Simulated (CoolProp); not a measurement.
A single-stage vapour-compression cycle with methanol: evaporating at 291.15 K (dew point), condensing at 335.15 K (bubble point), superheat 2 K, subcooling 5 K, compressor efficiency 0.9, no pressure losses. Each further row changes one setting.

Model: reference Helmholtz-energy equation of state, de Reuck 1993, in CoolProp.

```tsv
case	cooling COP	pressure ratio	discharge temperature (K)	refrigerating effect (kJ/kg)	volumetric capacity (kJ/m³)
as stated	5.30	7.86	422.5	1080	169
evaporating temperature 296.15 K	?	?	?	1090	?
condensing temperature 330.15 K	6.06	?	408.1	1100	172
subcooling 10 K	5.37	7.86	422.5	1100	172
superheat 12 K	?	7.86	?	1110	?
compressor efficiency 0.8	4.71	7.86	437.2	1080	169
```

Q: Complete the blanks.

A: 
- evaporating temperature 296.15 K, cooling COP: 6.19
- evaporating temperature 296.15 K, pressure ratio: 6.00
- evaporating temperature 296.15 K, discharge temperature (K): 408.8
- evaporating temperature 296.15 K, volumetric capacity (kJ/m³): 220
- condensing temperature 330.15 K, pressure ratio: 6.41
- superheat 12 K, cooling COP: 5.16
- superheat 12 K, discharge temperature (K): 440.8
- superheat 12 K, volumetric capacity (kJ/m³): 166
